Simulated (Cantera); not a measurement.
Hydrocarbon pyrolysis for carbon deposition

An isothermal, constant-pressure homogeneous reactor starts with C2H6 : N2 = 1 : 2.8 (molar parts), at 1198 K and 0.0975 Torr.

Computed with Cantera and GRI-Mech 3.0 (53 species, 325 reactions). GRI-Mech 3.0 stops at C3 and has no aromatics, soot or wall deposition, so with more carbon than oxygen in the feed, carbon stays in small species such as C2H2 where larger ones or solid carbon would form. Radical loss at walls, strong at low pressure, is not modelled.

| t (s) | x C2H6 | x C2H2 | x HCN | x C2H | x CH3 | x C2H4 | x CH2 |
|---|---|---|---|---|---|---|---|
| 3.00e-5 | 0.263 | <1e-12 | <1e-12 | <1e-12 | 7.41e-8 | <1e-12 | <1e-12 |
| 0.000101 | 0.263 | <1e-12 | <1e-12 | <1e-12 | 2.48e-7 | <1e-12 | <1e-12 |
| 0.000337 | 0.263 | <1e-12 | <1e-12 | <1e-12 | 8.31e-7 | 3.71e-12 | <1e-12 |
| 0.00113 | 0.263 | <1e-12 | <1e-12 | <1e-12 | 2.78e-6 | 1.33e-10 | <1e-12 |
| 0.00378 | 0.263 | <1e-12 | <1e-12 | <1e-12 | 9.23e-6 | 4.83e-9 | <1e-12 |
| 0.0127 | 0.263 | <1e-12 | <1e-12 | <1e-12 | 3.01e-5 | 1.77e-7 | 2.15e-11 |
| 0.0424 | 0.263 | 1.63e-11 | <1e-12 | <1e-12 | 9.26e-5 | 6.34e-6 | 4.86e-10 |
| 0.142 | 0.263 | 1.24e-8 | 1.08e-12 | <1e-12 | 0.000242 | 0.000202 | 5.72e-9 |
| 0.476 | 0.257 | 4.89e-6 | 8.20e-11 | 2.84e-12 | 0.000695 | 0.00375 | 4.57e-8 |
| 1.60 | 0.216 | 0.000448 | 6.09e-10 | 8.19e-11 | 0.00214 | 0.0306 | 2.32e-7 |
| 5.35 | 0.0802 | 0.00903 | 1.82e-9 | 8.69e-10 | 0.00232 | 0.106 | 2.97e-7 |
| 17.9 | 0.00570 | 0.0343 | 2.51e-9 | 1.20e-9 | 0.000402 | 0.121 | 3.04e-8 |
| 60.0 | 0.000397 | 0.0536 | 2.50e-9 | 4.62e-10 | 9.10e-5 | 0.102 | 2.03e-9 |
x: mole fraction; the columns are a selection and need not sum to one.

Equilibrium at this temperature and pressure: C2H6 5.01e-10, C2H2 0.130, HCN 0.0848, C2H 6.61e-10, CH3 2.60e-7, C2H4 7.21e-5, CH2 3.71e-12 (gas phase only).
